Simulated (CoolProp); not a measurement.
Vapour-liquid equilibrium of m-xylene (1) + n-decane (2) at 554.1 K; x and y are mole fractions of (1).

Computed with CoolProp (multi-fluid Helmholtz-energy mixture model, Zhou 2012 and Lemmon 2006; pair parameters Bell 2016).

| x | bubble pressure, mixture model (MPa) | bubble pressure, Raoult's law (MPa) | y, mixture model | y, Raoult's law |
|---|---|---|---|---|
| 0.05 | 0.8778 | 0.8796 | 0.075 | 0.089 |
| 0.125 | 0.9292 | 0.9338 | 0.178 | 0.210 |
| 0.2 | 0.9804 | 0.9881 | 0.274 | 0.317 |
| 0.275 | 1.032 | 1.042 | 0.363 | 0.413 |
| 0.35 | 1.083 | 1.097 | 0.446 | 0.500 |
| 0.425 | 1.136 | 1.151 | 0.523 | 0.579 |
| 0.5 | 1.189 | 1.205 | 0.597 | 0.650 |
| 0.575 | 1.242 | 1.259 | 0.666 | 0.715 |
| 0.65 | 1.297 | 1.313 | 0.733 | 0.775 |
| 0.725 | 1.352 | 1.368 | 0.795 | 0.830 |
| 0.8 | 1.409 | 1.422 | 0.855 | 0.881 |
| 0.875 | 1.467 | 1.476 | 0.912 | 0.929 |
| 0.95 | 1.526 | 1.530 | 0.966 | 0.972 |

The largest gap from Raoult's law is -1.3 % in bubble pressure, at x = 0.5. No azeotrope shows between x = 0.05 and 0.95.

The pair parameters rest on a limited set of measurements; away from them the model extrapolates.
